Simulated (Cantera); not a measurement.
Feed: 1 mol CO₂, 0.98 mol SO₂, 0.63 mol H₂, held at 1175 K and 14.0 bar.

Method: chemical equilibrium by Gibbs-energy minimisation in Cantera with the NASA 1993 tables (ideal gas, pure condensed phases). Candidate condensed phases: C, C₆H₆, C₇H₈, C₈H₁₈, H₂O, H₂SO₄, S; 123 gas species. Gases not in the tables: S₃ to S₇. Kinetics and transport are ignored.

Base state: CO₂ 0.406, SO₂ 0.284, H₂O 0.236, S₂ 0.0424, H₂S 0.0218, S₂O 0.00523, CO 0.00231, COS 0.00153 (mole fractions); condensed: gas only.

### Question
What changes in the equilibrium state with this change: SO₂ from 0.98 to 0.0084 mol?

### Answer
```csv
species,before,after
CO₂,0.406,0.372
H₂O,0.236,0.253
CO,0.00231,0.242
SO₂,0.284,3.92e-8
H₂,0.00104,0.128
S₂,0.0424,1.40e-7
H₂S,0.0218,0.00486
S₂O,0.00523,<1e-9
CH₄,<1e-9,0.000264
SO,7.27e-5,1.15e-9
SH,2.07e-5,4.18e-7
COS,0.00153,0.000291
```

### Question
What changes in the equilibrium state with this change: temperature from 1175 K to 2123.15 K?

### Answer
```tsv
species	before	after
SO₂	0.284	0.321
CO₂	0.406	0.279
H₂O	0.236	0.224
CO	0.00231	0.114
SO	7.27e-5	0.0160
H₂	0.00104	0.0183
H₂S	0.0218	0.00397
S₂	0.0424	0.0183
H	1.06e-9	0.000130
OH	1.66e-9	0.000197
```

### Question
What changes in the equilibrium state with this change: H₂ from 0.63 to 3.8 mol?

### Answer
| species | before | after |
|---|---|---|
| H₂O | 0.236 | 0.464 |
| H₂S | 0.0218 | 0.201 |
| CO₂ | 0.406 | 0.152 |
| SO₂ | 0.284 | 5.73e-6 |
| S₂ | 0.0424 | 0.000247 |
| H₂ | 0.00104 | 0.126 |
| CO | 0.00231 | 0.0531 |
| CH₄ | <1e-9 | 3.01e-5 |
| S₂O | 0.00523 | 4.96e-7 |
| SO | 7.27e-5 | 9.03e-8 |
| CS₂ | 1.36e-6 | 1.12e-5 |
